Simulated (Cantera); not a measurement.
A perfectly stirred reactor is fed with H₂ : O₂ = 0.28 : 0.12 (molar parts), at 0.00170 bar; it is held at 1275 K, and followed from long to short residence time.

Model: GRI-Mech 3.0 (53 species, 325 reactions), integrated in Cantera. Radical loss at walls, strong at low pressure, is not modelled. The temperature is held fixed by assumption; the heat of reaction is taken as removed at once.

One state of this run: x H₂ = 0.268; x O₂ = 0.131; x OH = 0.0136; x O = 0.0306; x HO₂ = 3.80e-7; x H₂O₂ = 3.00e-8. x: mole fraction; the columns are a selection and need not sum to one.

Problem. Which value of τ (s) does it belong to?
A. 0.0057
B. 0.43
C. 0.0024
D. 0.014

Solution. C, 0.0024
